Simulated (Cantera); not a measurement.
# Ignition delay

Mixture: CO : H₂ : O₂ : N₂ = 1 : 1.5 : 0.893 : 3.3 (molar parts), equivalence ratio 1.4, at 1.00 atm, adiabatic and at constant pressure. Ignition delay is the time to a rise of 400 K.

Detailed kinetics in Cantera: GRI-Mech 3.0 (53 species, 325 reactions). Where the delays flatten at high temperature, the 400 K rule measures the pace of heat release, not the induction time.

| T0 (K) | delay (ms) |
|---|---|
| 1050 | 0.157 |
| 1100 | 0.0994 |
| 1150 | 0.0704 |
| 1200 | 0.0533 |
| 1250 | 0.0423 |
| 1300 | 0.0349 |
| 1350 | 0.0297 |
| 1400 | 0.0261 |
| 1450 | 0.0235 |
| 1500 | 0.0216 |
